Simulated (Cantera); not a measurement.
Feed: 1 mol N2O, 0.11 mol O2, 6.8 mol H2, held at 2.70 mbar.

Method: chemical equilibrium by Gibbs-energy minimisation in Cantera with the NASA 1993 tables (ideal gas, pure condensed phases). Candidate condensed phases: H2O; 24 gas species. The numbers say what is thermodynamically allowed, not how fast it happens.

Question: At 2625 K, list the 6 most abundant gas species with their mole fractions, and the condensed phases.

Answer: H 0.467, H2 0.327, N2 0.0934, H2O 0.0667, OH 0.0226, O 0.0209. Condensed: gas only.
